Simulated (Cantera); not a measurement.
Cantera run, input and output.

```python
import numpy as np
import cantera as ct

gas = ct.Solution("gri30.yaml")
gas.TPX = 1725, 2666, {'CH4': 1, 'N2': 29}
inlet = ct.Reservoir(gas, clone=True)

reactor = ct.IdealGasConstPressureReactor(gas, energy="off", clone=False)
exhaust = ct.Reservoir(gas, clone=True)
tau = [19, 5.7, 1.7, 0.51, 0.15, 0.045, 0.013, 0.004, 0.0012, 0.00036][0]
for a, b in ((inlet, reactor), (reactor, exhaust)):
    ct.MassFlowController(a, b, mdot=lambda t: reactor.mass / tau)
net = ct.ReactorNet([reactor])
show = ['CH4', 'CH2', 'C2H2', 'H2', 'C2H', 'C2H4', 'HCN']

rows = []
print(f"{'tau/s':>10s}{'T/K':>9s}" + "".join(f"{s:>11s}" for s in show))
for tau in [19, 5.7, 1.7, 0.51, 0.15, 0.045, 0.013, 0.004, 0.0012, 0.00036]:
    net.initial_time = 0.0
    net.advance(30 * tau)
    before = gas.X
    net.advance(40 * tau)
    drift = np.max(np.abs(gas.X - before) / (gas.X + 1e-9))
    rows.append([gas.T, *gas[show].X, drift])
    print(f"{tau:10.3e}{gas.T:9.1f}" + "".join(f"{x:11.3e}" for x in gas[show].X))
```

It prints:

```
     tau/s      T/K        CH4        CH2       C2H2         H2        C2H       C2H4        HCN
 1.900e+01   1725.0  1.028e-03  2.730e-07  1.551e-02  4.673e-02  3.518e-07  5.122e-06  1.577e-04
 5.700e+00   1725.0  2.242e-03  4.067e-07  1.493e-02  4.491e-02  2.856e-07  1.723e-05  5.607e-05
 1.700e+00   1725.0  4.844e-03  5.720e-07  1.359e-02  4.100e-02  2.175e-07  6.217e-05  1.771e-05
 5.100e-01   1725.0  9.805e-03  7.452e-07  1.097e-02  3.351e-02  1.502e-07  2.101e-04  4.974e-06
 1.500e-01   1725.0  1.784e-02  8.474e-07  6.613e-03  2.130e-02  8.115e-08  5.866e-04  9.991e-07
 4.500e-02   1725.0  2.730e-02  6.506e-07  1.781e-03  7.307e-03  2.122e-08  8.126e-04  8.092e-08
 1.300e-02   1725.0  3.259e-02  1.632e-07  5.828e-05  6.150e-04  1.027e-09  1.335e-04  8.842e-10
 4.000e-03   1725.0  3.321e-02  2.064e-08  6.641e-07  6.883e-05  1.998e-11  5.464e-06  2.240e-11
 1.200e-03   1725.0  3.330e-02  2.381e-09  5.546e-09  1.687e-05  8.602e-14  1.561e-07  1.059e-12
 3.600e-04   1725.0  3.332e-02  2.980e-10  4.148e-11  4.684e-06  1.943e-16  3.925e-09  6.477e-14
```

Cantera simulation using GRI-Mech 3.0 (53 species, 325 reactions); the numbers are that mechanism's predictions, not measurements. GRI-Mech 3.0 stops at C3 and has no aromatics, soot or wall deposition, so with more carbon than oxygen in the feed, carbon stays in small species such as C2H2 where larger ones or solid carbon would form. Radical loss at walls, strong at low pressure, is not modelled.
